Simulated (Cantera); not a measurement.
Charge: 1 mol CH₃SiCl₃, 0.11 mol HCl, 5.2 mol H₂, at 1098 K and 10000 Pa.

These are equilibrium values from Cantera (NASA tables, ideal gas, pure condensed phases), not measurements of a reactor. Candidate condensed phases: C, C₆H₆, C₇H₈, C₈H₁₈, Si, SiC; 109 gas species. The feed counts by its element totals alone. The tables' values for SiCl₃ are old estimates; treat these amounts as uncertain. Kinetics and transport are ignored.

Base state: H₂ 0.754, HCl 0.193, SiCl₄ 0.0477, SiHCl₃ 0.00271, CH₄ 0.00208, SiCl₃ 0.000540, SiCl₂ 8.59e-5, SiH₂Cl₂ 1.84e-5 (mole fractions); condensed: C(graphite) + SiC(s).

Q: What changes in the equilibrium state with this change: temperature from 1098 K to 2250 K?

A: 
| species | before | after |
|---|---|---|
| H₂ | 0.754 | 0.641 |
| HCl | 0.193 | 0.298 |
| SiCl₂ | 8.59e-5 | 0.0316 |
| SiCl₄ | 0.0477 | 3.98e-6 |
| H | 6.79e-8 | 0.0188 |
| SiCl | <1e-9 | 0.000882 |
| Si | <1e-9 | 0.000738 |
| C(graphite), mol | 0.387 | 0.247 |
| SiC(s), mol | 0.597 | 0.714 |
The tables' values for SiCl, SiCl₃ are old estimates; treat these amounts as uncertain. Gases not in the tables: Si₂H₆ and higher silanes.
